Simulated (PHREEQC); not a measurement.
Make-up at 25 °C: 0.065 mol H3PO4 and 0.0004 mol NaF per kg of water. Closed to the air; pH follows from the charge balance.

The numbers come from PHREEQC with the ion-association model, phreeqc.dat.

Each row changes one thing in this solution. No solid was allowed to form.

| case | pH | ionic strength (mol/kgw) | H3PO4 (mol/kgw) | H2PO4- (mol/kgw) | HPO4-2 (mol/kgw) |
|---|---|---|---|---|---|
| as made | 1.76 | 0.0201 | 0.0450 | 0.0200 | 1.07e-7 |
| temperature from 25 to 70 °C | 1.84 | 0.0165 | 0.0485 | 0.0165 | 1.34e-7 |
| 0.0016 mol/kgw NH4BF4 added | 1.77 | 0.0213 | 0.0446 | 0.0204 | 1.12e-7 |
| diluted 2-fold with water | 1.94 | 0.0129 | 0.0196 | 0.0129 | 9.77e-8 |
| NaF left out | 1.75 | 0.0199 | 0.0451 | 0.0199 | 1.05e-7 |
| temperature from 25 to 90 °C | 1.88 | 0.0154 | 0.0496 | 0.0154 | 1.47e-7 |
| H3PO4 from 0.065 to 0.0715 mol/kgw | 1.73 | 0.0213 | 0.0503 | 0.0212 | 1.08e-7 |
| temperature from 25 to 75 °C | 1.85 | 0.0162 | 0.0488 | 0.0162 | 1.38e-7 |
| temperature from 25 to 30 °C | 1.77 | 0.0196 | 0.0454 | 0.0196 | 1.10e-7 |

Species that the database lacks are ignored. At this temperature some constants are extrapolated from 25 °C, and those without enthalpy data are left unchanged. Real BF4- forms and hydrolyses slowly; the run takes it at equilibrium.
